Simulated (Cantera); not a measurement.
Ignition delay

Mixture: 16.4 % CH₄, 14.9 % O₂, 68.6 % N₂, at 1.00 bar, adiabatic and at constant pressure. Ignition delay is the time to a rise of 400 K.

Detailed kinetics in Cantera: GRI-Mech 3.0 (53 species, 325 reactions).

```tsv
T0 (K)	delay (ms)
1225	60.1
1325	15.8
1425	4.62
1525	1.51
1625	0.569
1725	0.248
1825	0.124
1925	0.0689
```

```yaml
apparent activation energy between 1725 and 1925 K: 180 kJ/mol
```
